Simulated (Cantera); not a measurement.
Charge: 1 mol PbO, 0.58 mol C, 0.28 mol H2, held at 3400 Pa.

Method: chemical equilibrium by Gibbs-energy minimisation in Cantera with the NASA 1993 tables (ideal gas, pure condensed phases). Candidate condensed phases: C, C6H6, C7H8, C8H18, H2O, Pb, PbO, PbO2, Pb3O4; 113 gas species. Gases not in the tables: (PbO)n polymers. Kinetics and transport are ignored.

### Question
Which condensed phases are stable at each of these points (T (°C)): 577, 727, 877, 1027, 1177, 1327, 1477, 1627, 1777?

### Answer
| T (°C) | condensed phases | Pb condensed (%) |
|---|---|---|
| 577 | Pb(l) | 100.0 |
| 727 | Pb(l) | 100.0 |
| 877 | Pb(l) | 99.3 |
| 1027 | Pb(l) | 92.8 |
| 1177 | Pb(l) | 32.8 |
| 1327 | gas only | 0.0 |
| 1477 | gas only | 0.0 |
| 1627 | gas only | 0.0 |
| 1777 | gas only | 0.0 |

From 577 °C to 1177 °C the condensed part is Pb(l). From 1327 °C to 1777 °C nothing is condensed.
